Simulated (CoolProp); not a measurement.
Saturated liquid density (kg/m³) of R125: the reference equation beside estimates from Tc = 66.0 °C, pc = 36.18 bar, ω = 0.305. Rackett uses Z = 0.29056 − 0.08775 ω.

Model: reference Helmholtz-energy equation of state, Lemmon 2005, in CoolProp.

```json
[
 {"T (°C)": "-54.95", "reference": "1538", "Rackett": "1575", "Redlich-Kwong": "1347", "Soave-Redlich-Kwong": "1405"},
 {"T (°C)": "-49.35", "reference": "1518", "Rackett": "1554", "Redlich-Kwong": "1327", "Soave-Redlich-Kwong": "1386"},
 {"T (°C)": "-43.65", "reference": "1497", "Rackett": "1533", "Redlich-Kwong": "1305", "Soave-Redlich-Kwong": "1367"},
 {"T (°C)": "-38.05", "reference": "1477", "Rackett": "1511", "Redlich-Kwong": "1284", "Soave-Redlich-Kwong": "1346"},
 {"T (°C)": "-32.35", "reference": "1455", "Rackett": "1488", "Redlich-Kwong": "1261", "Soave-Redlich-Kwong": "1324"},
 {"T (°C)": "-26.75", "reference": "1433", "Rackett": "1465", "Redlich-Kwong": "1237", "Soave-Redlich-Kwong": "1302"},
 {"T (°C)": "-21.05", "reference": "1411", "Rackett": "1441", "Redlich-Kwong": "1213", "Soave-Redlich-Kwong": "1278"},
 {"T (°C)": "-15.35", "reference": "1387", "Rackett": "1416", "Redlich-Kwong": "1187", "Soave-Redlich-Kwong": "1253"},
 {"T (°C)": "-9.75", "reference": "1363", "Rackett": "1391", "Redlich-Kwong": "1161", "Soave-Redlich-Kwong": "1227"},
 {"T (°C)": "-4.05", "reference": "1338", "Rackett": "1365", "Redlich-Kwong": "1133", "Soave-Redlich-Kwong": "1200"},
 {"T (°C)": "1.55", "reference": "1313", "Rackett": "1338", "Redlich-Kwong": "1104", "Soave-Redlich-Kwong": "1171"},
 {"T (°C)": "7.25", "reference": "1285", "Rackett": "1309", "Redlich-Kwong": "1074", "Soave-Redlich-Kwong": "1140"},
 {"T (°C)": "12.85", "reference": "1257", "Rackett": "1280", "Redlich-Kwong": "1042", "Soave-Redlich-Kwong": "1107"}
]
```

Absolute difference from the reference over all 13 rows, mean and median: Rackett 2.1 and 2.1 %, Redlich-Kwong 14.3 and 14.0 %, Soave-Redlich-Kwong 9.7 and 9.4 %.
